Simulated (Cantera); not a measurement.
Cantera run:

```python
import numpy as np
import cantera as ct

gas_names = """
    C CN CO CO2 C2 CCN CNC C2N2 C2O C3 C3O2 C4 C4N2 C5 Fe FeC5O5 FeO N NCO NO NO2 NO3 N2 N2O O O2 O3
""".split()
cond_names = """
    C(gr) Fe(a) Fe(c) Fe(d) Fe(L) FeC5O5(L) FeO(s) FeO(L) Fe2O3(s) Fe3O4(s)
""".split()


# ... load() reads the species with a 1 bar reference pressure and builds the phases ...
atoms = {
    'Fe': {'Fe': 1},
    'CO': {'C': 1, 'O': 1},
    'N2': {'N': 2},
}
top_T = {'C(gr)': 4500, 'Fe2O3(s)': 1830, 'Fe3O4(s)': 1870}  # K; cautious upper limits of use, not melting points


# ... equilibrate(T, P, feed) seeds the gas with the atoms and calls Mixture.equilibrate('TP', solver="vcs", rtol=1e-11, max_steps=5000) ...
results = []
feed = {'Fe': 1, 'CO': 0.25, 'N2': 22}  # mol
for P in [10, 61, 370, 2200, 13000, 82000, 500000, 3000000]:
    for T in [973, 1073, 1173, 1273, 1373, 1473, 1573, 1673, 1773, 1873, 1973, 2073]:
        mix = equilibrate(T, P, feed)
        results.append((T, P, feed, dict(zip(mix.species_names, mix.species_moles))))

for T, P, feed, n in results:
    print(f"{T:7g} {P:10.4g}  " + (" + ".join(c for c in cond_names if n.get(c, 0) > 1e-12) or "gas only"))
```

Output:

```
    973         10  C(gr) + Fe(a)
   1073         10  C(gr) + Fe(a)
   1173         10  C(gr) + Fe(a)
   1273         10  Fe(c)
   1373         10  Fe(c)
   1473         10  Fe(c)
   1573         10  Fe(c)
   1673         10  Fe(d)
   1773         10  gas only
   1873         10  gas only
   1973         10  gas only
   2073         10  gas only
    973         61  C(gr) + Fe(a)
   1073         61  C(gr) + Fe(a)
   1173         61  C(gr) + Fe(a)
   1273         61  C(gr) + Fe(c)
   1373         61  Fe(c)
   1473         61  Fe(c)
   1573         61  Fe(c)
   1673         61  Fe(d)
   1773         61  Fe(d)
   1873         61  gas only
   1973         61  gas only
   2073         61  gas only
    973        370  C(gr) + Fe(a)
   1073        370  C(gr) + Fe(a)
   1173        370  C(gr) + Fe(a)
   1273        370  C(gr) + Fe(c)
   1373        370  C(gr) + Fe(c)
   1473        370  Fe(c)
   1573        370  Fe(c)
   1673        370  Fe(d)
   1773        370  Fe(d)
   1873        370  Fe(L)
   1973        370  gas only
   2073        370  gas only
    973       2200  C(gr) + Fe(a)
   1073       2200  C(gr) + Fe(a)
   1173       2200  C(gr) + Fe(a)
   1273       2200  C(gr) + Fe(c)
   1373       2200  C(gr) + Fe(c)
   1473       2200  Fe(c)
   1573       2200  Fe(c)
   1673       2200  Fe(d)
   1773       2200  Fe(d)
   1873       2200  Fe(L)
   1973       2200  Fe(L)
   2073       2200  Fe(L)
    973    1.3e+04  C(gr) + Fe(a)
   1073    1.3e+04  C(gr) + Fe(a)
   1173    1.3e+04  C(gr) + Fe(a)
   1273    1.3e+04  C(gr) + Fe(c)
   1373    1.3e+04  C(gr) + Fe(c)
   1473    1.3e+04  C(gr) + Fe(c)
   1573    1.3e+04  Fe(c)
   1673    1.3e+04  Fe(d)
   1773    1.3e+04  Fe(d)
   1873    1.3e+04  Fe(L)
   1973    1.3e+04  Fe(L)
   2073    1.3e+04  Fe(L)
    973    8.2e+04  C(gr) + Fe(a)
   1073    8.2e+04  C(gr) + Fe(a)
   1173    8.2e+04  C(gr) + Fe(a)
   1273    8.2e+04  C(gr) + Fe(c)
   1373    8.2e+04  C(gr) + Fe(c)
   1473    8.2e+04  C(gr) + Fe(c)
   1573    8.2e+04  C(gr) + Fe(c)
   1673    8.2e+04  Fe(d)
   1773    8.2e+04  Fe(d)
   1873    8.2e+04  Fe(L)
   1973    8.2e+04  Fe(L)
   2073    8.2e+04  Fe(L)
    973      5e+05  C(gr) + Fe(a)
   1073      5e+05  C(gr) + Fe(a)
   1173      5e+05  C(gr) + Fe(a)
   1273      5e+05  C(gr) + Fe(c)
   1373      5e+05  C(gr) + Fe(c)
   1473      5e+05  C(gr) + Fe(c)
   1573      5e+05  C(gr) + Fe(c)
   1673      5e+05  C(gr) + Fe(d)
   1773      5e+05  Fe(d)
   1873      5e+05  Fe(L)
   1973      5e+05  Fe(L)
   2073      5e+05  Fe(L)
    973      3e+06  C(gr) + Fe(a)
   1073      3e+06  C(gr) + Fe(a)
   1173      3e+06  C(gr) + Fe(a)
   1273      3e+06  C(gr) + Fe(c)
   1373      3e+06  C(gr) + Fe(c)
   1473      3e+06  C(gr) + Fe(c)
   1573      3e+06  C(gr) + Fe(c)
   1673      3e+06  C(gr) + Fe(d)
   1773      3e+06  C(gr) + Fe(d)
   1873      3e+06  Fe(L)
   1973      3e+06  Fe(L)
   2073      3e+06  Fe(L)
```

Method: chemical equilibrium by Gibbs-energy minimisation in Cantera with the NASA 1993 tables (ideal gas, pure condensed phases). Iron dissolves carbon and melts from about 1420 K in contact with it, which pure phases cannot show. Condensed phases not in the tables: cementite and carbon dissolved in iron.
